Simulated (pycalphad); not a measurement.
**Effect of Si content in Al-Si-Mg**

All values are pycalphad results on the COST 507 light-alloy database (1999) (1 atm), not direct measurements. The data set is of 1999 and partly superseded. Amounts are mole fractions of atoms.

```
alloy                    liquidus (K)  first solid  solidus (K)                                      phases at 690 K
-----------------------  ------------  -----------  -----------  ---------------------------------------------------
Al-0.09Si-0.45Mg (at.%)           931          fcc          921                           fcc 1.00, MG2SI under 0.01
Al-0.35Si-0.45Mg (at.%)           929          fcc          904                           fcc 1.00, MG2SI under 0.01
Al-0.53Si-0.45Mg (at.%)           928          fcc          892  fcc 1.00, MG2SI under 0.01, diamond (Si) under 0.01
Al-0.7Si-0.45Mg (at.%)            927          fcc          881  fcc 0.99, MG2SI under 0.01, diamond (Si) under 0.01
Al-1.4Si-0.45Mg (at.%)            923          fcc          838        fcc 0.99, diamond (Si) 0.01, MG2SI under 0.01
```

Database names, with the compositions (at.%) that they take in these runs: MG2SI: Mg 67 Si 33.
